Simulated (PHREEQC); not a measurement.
Consider water at 26 °C with 8 mmol/kgw CdCl2, 74 mmol/kgw H3BO3 and 0.94 mmol/kgw FeSO4. Closed to the air; pH follows from the charge balance.

Computed with PHREEQC (ion-association model, wateq4f.dat).

Precipitation was switched off in this run.

Predict the pH, ionic strength.

pH 5.17; ionic strength 0.0199 mol/kgw.

In which forms is Fe present?

Fe+2 95 %, FeSO4 3.7 %, FeCl+ 1.0 % of the Fe.
